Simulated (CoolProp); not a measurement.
Ethanol along the isotherm 564.7 K: density (kg/m³) from the reference equation and from simpler models built on Tc = 514.7 K, pc = 6268 kPa, ω = 0.644; each cubic takes its own stable root.

Model: reference Helmholtz-energy equation of state, Schroeder 2014, in CoolProp.

| p (kPa) | phase | reference |
|---|---|---|
| 99.1 | gas | 0.9753 |
| 154 | gas | 1.518 |
| 240 | gas | 2.372 |
| 374 | gas | 3.712 |
| 583 | gas | 5.824 |
| 907 | gas | 9.156 |
| 1410 | gas | 14.47 |
| 2200 | gas | 23.22 |
| 3420 | gas | 37.86 |
| 5330 | gas | 64.62 |
| 8300 | supercritical | 125.2 |
| 12900 | supercritical | 313.8 |
| 20100 | supercritical | 445.3 |
| 31300 | supercritical | 516.1 |

### Question
How far does each simpler model (van der Waals, Soave-Redlich-Kwong) lie from the reference over these 14 states: mean and median of the absolute difference, and the worst?

### Answer
- van der Waals: mean 8.4 %, median 1.7 %, worst -31.7 % at 564.7 K and 31300 kPa
- Soave-Redlich-Kwong: mean 5.5 %, median 0.8 %, worst -24.1 % at 564.7 K and 20100 kPa
